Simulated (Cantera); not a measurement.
## Abatement and gas-phase synthesis: HF + H₂O + O₂

A closed system holds: 1 mol HF, 0.89 mol H₂O, 0.053 mol O₂, at 21.0 mbar.

Cantera equilibrium calculation (NASA polynomials, part measured and part estimated; ideal gas, pure solids and liquids). Candidate condensed phases: H₂O; 22 gas species. Rates play no part.

```tsv
T (K)	log p HF	log p H₂O	log p O₂	log p H₂	log p OH	log p H	log p O
1698	-1.97	-2.02	-3.24	-5.10	-4.60	-6.39	-5.98
1748	-1.97	-2.02	-3.24	-4.88	-4.45	-6.08	-5.76
1798	-1.97	-2.02	-3.24	-4.67	-4.32	-5.79	-5.55
1848	-1.97	-2.02	-3.24	-4.48	-4.19	-5.51	-5.34
1898	-1.97	-2.02	-3.24	-4.29	-4.07	-5.25	-5.15
1948	-1.97	-2.02	-3.24	-4.12	-3.95	-5.01	-4.97
1998	-1.97	-2.03	-3.23	-3.96	-3.85	-4.77	-4.80
2048	-1.97	-2.03	-3.22	-3.81	-3.74	-4.55	-4.63
2098	-1.97	-2.04	-3.21	-3.66	-3.64	-4.34	-4.47
2148	-1.97	-2.05	-3.20	-3.53	-3.55	-4.15	-4.31
2198	-1.97	-2.05	-3.18	-3.41	-3.46	-3.96	-4.16
2248	-1.98	-2.07	-3.16	-3.30	-3.37	-3.78	-4.02
```
log p: log10 of the partial pressure in bar; nothing condenses.

From 1698 K to 2248 K nothing is condensed.
